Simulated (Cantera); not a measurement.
## Thermodynamics of hydrogen reduction and annealing atmospheres, feed Cu₂O + H₂

Input: 1 mol Cu₂O, 46 mol H₂, at 600 K and 3100 Pa.

These are equilibrium values from Cantera (NASA tables, ideal gas, pure condensed phases), not measurements of a reactor. Candidate condensed phases: Cu, CuO, Cu(OH)₂, Cu₂O, H₂O; 12 gas species. Rates play no part.

```yaml
x(H₂): 0.978
x(H₂O): 0.0217
n(Cu(s)): 2.00 mol
gas_amount: 46.00 mol
log10 activity of Cu(OH)₂(s) (absent): -16.34
```
